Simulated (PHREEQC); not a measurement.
Consider water at 25 °C with 0.2 mol FeCl3, 0.013 mol NiCl2 and 0.00017 mol H2SO4 per kg of water. Closed to the air; pH follows from the charge balance.

Equilibrium calculation in PHREEQC: ion-association model, wateq4f.dat.

| quantity | before | after |
|---|---|---|
| pH | 1.88 | 3.53 |
| ionic strength (mol/kgw) | 0.697 | 0.0384 |
| Cl- (mol/kgw) | 0.435 | 0.0256 |

Problem. Name the change that produced these shifts.
A. H2SO4 left out
B. NiCl2 replaced by MnCl2 at the same molality
C. NiCl2 from 0.013 to 0.065 mol/kgw
D. NiCl2 from 0.013 to 0.026 mol/kgw
E. FeCl3 left out

Solution. E, FeCl3 left out

This is a speciation only: nothing precipitates in the calculation. Some of these states are supersaturated (in Hematite (slow to form), Goethite (slow to form), for instance).
